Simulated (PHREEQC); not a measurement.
Na2CO3 is added in steps, without added water, to 1 kg of water holding 0.37 mmol/kgw H2S, at 20 °C. No oxygen is let in. CO2 from the air is kept out. The run lets Nahcolite, Natron precipitate or redissolve, and no other solid.

Base run: PHREEQC, ion-association model, wateq4f.dat. Each further column changes one thing. The table gives pH.

```
Na2CO3 added (mol)  base  temperature from 20 to 70 °C  H2S from 0.00037 to 0.0037 mol/kgw  3.8e-05 mol/kgw PbCl2 added  no solid may form
------------------  ----  ----------------------------  ----------------------------------  ---------------------------  -----------------
0                   5.22                          5.01                                4.72                         4.12               5.22
3.438e-05           6.25                          5.86                                5.30                         4.95               6.25
0.0001031           6.75                          6.39                                5.73                         6.46               6.75
0.0001375           6.92                          6.57                                5.85                         6.68               6.92
0.0001719           7.07                             ?                                5.94                         6.86               7.07
0.0002406           7.38                          7.03                                6.08                         7.17               7.38
0.000275            7.56                          7.21                                6.14                         7.33               7.56
0.0003094           7.80                          7.43                                6.19                         7.51               7.80
0.0003781           8.80                          8.10                                6.27                            ?               8.80
0.0004125           9.26                          8.41                                6.31                            ?               9.26
0.0004469           9.49                          8.61                                6.34                         9.19               9.49
0.0005156           9.74                          8.86                                6.41                            ?               9.74
0.00055             9.82                          8.94                                6.44                            ?               9.82
```

Complete the blanks.


- 0.0001719, temperature from 20 to 70 °C: 6.72
- 0.0003781, 3.8e-05 mol/kgw PbCl2 added: 8.08
- 0.0004125, 3.8e-05 mol/kgw PbCl2 added: 8.70
- 0.0005156, 3.8e-05 mol/kgw PbCl2 added: 9.59
- 0.00055, 3.8e-05 mol/kgw PbCl2 added: 9.70

The polysulfide entries of wateq4f.dat were taken out for this run. Constants without temperature data keep their 25 °C values here. Solids allowed in the column '3.8e-05 mol/kgw PbCl2 added': Litharge, Cerrusite, Hydrocerrusite, Cotunnite, Laurionite, Galena, Halite, Nahcolite, Natron.
